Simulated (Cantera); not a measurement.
A freely propagating, adiabatic, planar premixed flame of 53.1 % H2, 9.51 % O2, 32.2 % N2, 5.15 % H2O, equivalence ratio 2.8, unburnt at 575 K and 7500 Torr; mixture-averaged transport, grid criteria slope 0.08 and curve 0.16, no radiation.

Model: the H2/O2 subset of GRI-Mech 3.0, which has no nitrogen chemistry, integrated in Cantera. The hydrogen kinetics of GRI-Mech 3.0 are dated; newer H2 mechanisms differ, most at raised pressure. Burning velocities carry a grid error of a few per cent, more on coarse grids.

x: mole fraction of selected species; z is measured from the peak of heat release.

```json
[
 {"z (mm)": "-0.0812", "T (K)": "575", "u (m/s)": "5.25", "x H2": "0.531", "x O2": "0.0951", "x H": "<1e-8", "x HO2": "1.03e-8", "x H2O": "0.0515", "x O": "<1e-8"},
 {"z (mm)": "-0.0541", "T (K)": "575", "u (m/s)": "5.25", "x H2": "0.531", "x O2": "0.0951", "x H": "<1e-8", "x HO2": "1.64e-7", "x H2O": "0.0516", "x O": "<1e-8"},
 {"z (mm)": "-0.0406", "T (K)": "577", "u (m/s)": "5.26", "x H2": "0.530", "x O2": "0.0952", "x H": "<1e-8", "x HO2": "1.04e-6", "x H2O": "0.0516", "x O": "<1e-8"},
 {"z (mm)": "-0.0271", "T (K)": "588", "u (m/s)": "5.33", "x H2": "0.527", "x O2": "0.0958", "x H": "<1e-8", "x HO2": "1.88e-5", "x H2O": "0.0523", "x O": "5.74e-8"},
 {"z (mm)": "-0.0135", "T (K)": "___", "u (m/s)": "6.40", "x H2": "0.505", "x O2": "0.0959", "x H": "7.01e-5", "x HO2": "0.000898", "x H2O": "0.0624", "x O": "9.26e-6"},
 {"z (mm)": "-0.00676", "T (K)": "___", "u (m/s)": "8.77", "x H2": "0.471", "x O2": "0.0839", "x H": "0.00190", "x HO2": "0.00112", "x H2O": "0.0966", "x O": "0.000115"},
 {"z (mm)": "0", "T (K)": "___", "u (m/s)": "11.5", "x H2": "0.429", "x O2": "0.0582", "x H": "0.00878", "x HO2": "0.000551", "x H2O": "0.153", "x O": "0.000420"},
 {"z (mm)": "0.00676", "T (K)": "1604", "u (m/s)": "13.4", "x H2": "0.393", "x O2": "0.0312", "x H": "0.0171", "x HO2": "0.000255", "x H2O": "0.205", "x O": "0.000523"},
 {"z (mm)": "0.0135", "T (K)": "1732", "u (m/s)": "14.5", "x H2": "0.373", "x O2": "0.0143", "x H": "0.0217", "x HO2": "0.000110", "x H2O": "0.237", "x O": "0.000352"},
 {"z (mm)": "0.0271", "T (K)": "1838", "u (m/s)": "15.3", "x H2": "0.362", "x O2": "0.00284", "x H": "0.0218", "x HO2": "2.05e-5", "x H2O": "0.259", "x O": "0.000116"},
 {"z (mm)": "0.0541", "T (K)": "1908", "u (m/s)": "15.8", "x H2": "0.363", "x O2": "0.000219", "x H": "0.0162", "x HO2": "1.51e-6", "x H2O": "0.265", "x O": "3.62e-5"},
 {"z (mm)": "0.108", "T (K)": "1957", "u (m/s)": "16.2", "x H2": "0.367", "x O2": "1.07e-5", "x H": "0.00994", "x HO2": "9.87e-8", "x H2O": "0.267", "x O": "1.34e-5"},
 {"z (mm)": "0.216", "T (K)": "1988", "u (m/s)": "16.4", "x H2": "0.370", "x O2": "1.72e-6", "x H": "0.00550", "x HO2": "2.10e-8", "x H2O": "0.268", "x O": "4.25e-6"}
]
```

Problem. Some entries are withheld; supply them.

Solution. 
- -0.0135, T (K): 730
- -0.00676, T (K): 1029
- 0, T (K): 1370
